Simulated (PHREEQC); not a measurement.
Dissolve 0.13 mol/kgw FeCl3, 0.0068 mol/kgw CuCl2, 0.003 mol/kgw NaH2PO4 and 0.0028 mol/kgw Na2SO4 at 20 °C. Closed to the air; pH follows from the charge balance.

Equilibrium calculation in PHREEQC: ion-association model, wateq4f.dat.

Each row changes one thing in this solution. No solid was allowed to form.

```tsv
case	pH	ionic strength (mol/kgw)	FeCl+2 (mol/kgw)	Fe+3 (mol/kgw)	FeCl2+ (mol/kgw)	Cu+2 (mol/kgw)	SI of Strengite (FePO4:2H2O)	SI of Jarosite-Na (NaFe3(SO4)2(OH)6)
as made	1.91	0.500	0.0610	0.0290	0.0186	0.00581	+1.99	-2.15
CuCl2 from 0.0068 to 0.0102 mol/kgw	1.92	0.507	0.0612	0.0287	0.0188	0.00869	+2.00	-2.13
NaH2PO4 from 0.003 to 0.0027 mol/kgw	1.91	0.500	0.0611	0.0291	0.0186	0.00581	+1.94	-2.17
Na2SO4 from 0.0028 to 0.00308 mol/kgw	1.91	0.500	0.0609	0.0290	0.0185	0.00581	+1.99	-2.03
temperature from 20 to 65 °C	1.70	0.486	0.0804	0.0116	0.00615	0.00317	+2.18	-1.29
```

Some of these states are supersaturated (in Strengite, Hematite (slow to form), for instance). H3PO4, which wateq4f.dat lacks, is added to it with the constant of phreeqc.dat. Constants without temperature data keep their 25 °C values here. The database has no phosphate complexes of Cu.
